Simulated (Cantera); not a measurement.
Input: 1 mol Ti(OiPr)₄, 2 mol H₂O, 33 mol H₂, at 13.3 mbar.

Cantera equilibrium calculation (NASA polynomials, part measured and part estimated; ideal gas, pure solids and liquids). Candidate condensed phases: C, C₆H₆, C₇H₈, C₈H₁₈, H₂O, Ti, TiC, TiO, TiO₂, Ti₂O₃, Ti₃O₅, Ti₄O₇; 113 gas species. The feed counts by its element totals alone. TiC: taken at fixed stoichiometry. Condensed phases not in the tables: Magnéli phases beyond Ti₄O₇. The numbers say what is thermodynamically allowed, not how fast it happens.

x: gas mole fraction; n: condensed amount in mol.

```
T (K)   x H₂    x CO       x H  x C₂H₂ (acetylene)     x CH₄     x H₂O  n C(graphite)  n Ti₄O₇(s)  n Ti₃O₅(s)  n TiC(s)
-----  -----  ------  --------  ------------------  --------  --------  -------------  ----------  ----------  --------
1075   0.920  0.0797   1.22e-7             6.92e-9  0.000508  0.000124           7.73       0.250           0         0
1175   0.919  0.0812       [?]                 [?]       [?]       [?]           7.66           0         [?]         0
1275   0.891   0.109   6.03e-6             3.42e-7   9.81e-5   1.51e-5           5.00           0           0      1.00
1375   0.891   0.109   2.80e-5             1.58e-6   5.27e-5   5.96e-6           5.00           0           0      1.00
1475   0.891   0.109  0.000106             5.94e-6   3.07e-5   2.67e-6           5.00           0           0      1.00
1575   0.891   0.109  0.000340             1.88e-5   1.92e-5   1.33e-6           5.00           0           0      1.00
1675   0.890   0.109       [?]                 [?]       [?]       [?]           4.99           0           0      1.00
1775   0.889   0.109   0.00236            0.000127   8.81e-6   4.17e-7           4.99           0           0      1.00
1875   0.886   0.109   0.00534            0.000281   6.34e-6   2.56e-7           4.97           0           0      1.00
1975   0.880   0.108    0.0111            0.000571   4.69e-6   1.65e-7           4.94           0           0     1.000
2075   0.869   0.108    0.0215             0.00108   3.53e-6   1.10e-7           4.88           0           0     1.000
```

Problem. What belongs in the gaps?

Solution. 
- 1175, x H: 1.02e-6
- 1175, x C₂H₂ (acetylene): 5.85e-8
- 1175, x CH₄: 0.000215
- 1175, x H₂O: 3.45e-5
- 1175, n Ti₃O₅(s): 0.333
- 1675, x H: 0.000949
- 1675, x C₂H₂ (acetylene): 5.17e-5
- 1675, x CH₄: 1.27e-5
- 1675, x H₂O: 7.19e-7
